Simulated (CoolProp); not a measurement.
The fluid at 291.11 K and 0.475 MPa flows at 0.45 m/s in a round tube of 1 mm bore and 15 µm roughness, fully developed (64/Re and Nu = 3.66 if laminar; Colebrook and Gnielinski if turbulent). The same conditions are run with several fluids, on thermodynamics alone (safety and materials aside).

The numbers come from the reference Helmholtz-energy equation of state of each fluid (propylene: Lemmon 2013; R22: Kamei 1995; normal hydrogen: Leachman 2009; carbon dioxide: Span 1996; R125: Lemmon 2005) in CoolProp.

**Question.** Rank propylene, R22, normal hydrogen, carbon dioxide, R125 by Reynolds number, highest first.

**Answer.** R125 (910), R22 (615), propylene (482), carbon dioxide (273), normal hydrogen (20.3)

| fluid | Darcy friction factor | pressure drop (Pa/m) | heat-transfer coefficient (W/(m² K)) | mass flow (kg/h) |
|---|---|---|---|---|
| propylene | 0.133 | 120 | 60.9 | 0.0114 |
| R22 | 0.104 | 194 | 41.1 | 0.0234 |
| normal hydrogen | 3.16 | 126 | 669 | 0.000502 |
| carbon dioxide | 0.234 | 210 | 59.7 | 0.0113 |
| R125 | 0.0703 | 183 | 49.9 | 0.0327 |

Transport values come from each fluid's own correlations; those of propylene, R22 are estimates that may be off by 10 % or more.
